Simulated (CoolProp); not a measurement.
Vapour-liquid equilibrium of isopentane (1) + R365MFC (2) at 92.95 °C; x and y are mole fractions of (1).

Computed with CoolProp (multi-fluid Helmholtz-energy mixture model, Lemmon 2006 and Lemmon 2016; pair parameters Bell 2016).

```json
[
 {"x": "0.05", "bubble pressure (bar)": "5.456", "y at the bubble point": "0.125", "dew pressure at overall composition x (bar)": "5.135", "liquid density (mol/L)": "7.357"},
 {"x": "0.15", "bubble pressure (bar)": "6.264", "y at the bubble point": "0.291", "dew pressure at overall composition x (bar)": "5.570", "liquid density (mol/L)": "7.285"},
 {"x": "0.25", "bubble pressure (bar)": "6.816", "y at the bubble point": "0.397", "dew pressure at overall composition x (bar)": "6.054", "liquid density (mol/L)": "7.224"},
 {"x": "0.35", "bubble pressure (bar)": "7.174", "y at the bubble point": "0.472", "dew pressure at overall composition x (bar)": "6.572", "liquid density (mol/L)": "7.178"},
 {"x": "0.45", "bubble pressure (bar)": "7.392", "y at the bubble point": "0.531", "dew pressure at overall composition x (bar)": "7.077", "liquid density (mol/L)": "7.150"},
 {"x": "0.55", "bubble pressure (bar)": "7.501", "y at the bubble point": "0.582", "dew pressure at overall composition x (bar)": "7.443", "liquid density (mol/L)": "7.146"},
 {"x": "0.65", "bubble pressure (bar)": "7.516", "y at the bubble point": "0.634", "dew pressure at overall composition x (bar)": "7.502", "liquid density (mol/L)": "7.167"},
 {"x": "0.75", "bubble pressure (bar)": "7.422", "y at the bubble point": "0.694", "dew pressure at overall composition x (bar)": "7.252", "liquid density (mol/L)": "7.215"},
 {"x": "0.85", "bubble pressure (bar)": "7.163", "y at the bubble point": "0.774", "dew pressure at overall composition x (bar)": "6.849", "liquid density (mol/L)": "7.291"},
 {"x": "0.95", "bubble pressure (bar)": "6.624", "y at the bubble point": "0.901", "dew pressure at overall composition x (bar)": "6.405", "liquid density (mol/L)": "7.390"}
]
```

y crosses x between x = 0.55 and 0.65: the model has an azeotrope there.

The pair parameters rest on a limited set of measurements; away from them the model extrapolates.
